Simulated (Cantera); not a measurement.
Input: 1 mol SiHCl₃, 23 mol N₂, 60 mol H₂, equilibrated at 26000 Pa.

Equilibrium computed with Cantera from the NASA thermochemical tables; the gas is ideal and each condensed phase is pure. Candidate condensed phases: NH₄Cl, Si, Si₃N₄; 28 gas species. Kinetics and transport are ignored. All values below are at 1723 K.

Base state: H₂ 0.700, N₂ 0.265, HCl 0.0343, SiCl₂ 0.000613, H 0.000299, Cl 1.14e-5 (mole fractions); condensed: Si₃N₄(s).

**Question.** What changes in the equilibrium state with this change: 1.8 mol O₂ added?

**Answer.** 
| species | before | after |
|---|---|---|
| H₂ | 0.700 | 0.675 |
| N₂ | 0.265 | 0.271 |
| HCl | 0.0343 | 0.0353 |
| H₂O | 0 | 0.0189 |
| SiO | 0 | 6.25e-5 |
| SiCl₂ | 0.000613 | 5.96e-9 |
| Cl | 1.14e-5 | 1.19e-5 |
| H | 0.000299 | 0.000294 |
| Si₃N₄(s), mol | 0.316 | 0 |
| SiO₂(condensed), mol | 0 | 0.995 |
The tables hold silica as quartz up to 1696 K and as liquid above; real silica turns to tridymite and cristobalite and melts near 1996 K. Further candidate phases: H₂O, SiO₂, Si₂N₂O.
